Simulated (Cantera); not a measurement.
An isothermal, constant-pressure homogeneous reactor starts with 77.5 % N₂O, 22.5 % O₂, at 1225 K and 10.00 Torr.

Computed with Cantera and GRI-Mech 3.0 (53 species, 325 reactions). GRI-Mech 3.0 was tuned for natural gas; its chemistry of N2O as a main component is partial and can be far from experiment. Radical loss at walls, strong at low pressure, is not modelled. The mechanism lacks the step 2 NO + O2 → 2 NO2, which can matter for NO2 below about 1400 K. The temperature is held fixed by assumption; the heat of reaction is taken as removed at once.

Task: Predict: x(N₂O) at 100 s; x(O₂) at 100 s; x(O) at 100 s; x(NO) at 100 s; x(NO₂) at 100 s; x(N₂) at 100 s.

Result: 
```
Property                                          Result
---------------  ---------------------------------------
x(N₂O) at 100 s    0.164 (gas-phase equilibrium 1.94e-9)
x(O₂) at 100 s       0.370 (gas-phase equilibrium 0.441)
x(O) at 100 s    2.63e-6 (gas-phase equilibrium 2.44e-7)
x(NO) at 100 s   0.0506 (gas-phase equilibrium 0.000289)
x(NO₂) at 100 s  1.69e-5 (gas-phase equilibrium 7.25e-7)
x(N₂) at 100 s       0.415 (gas-phase equilibrium 0.559)
```
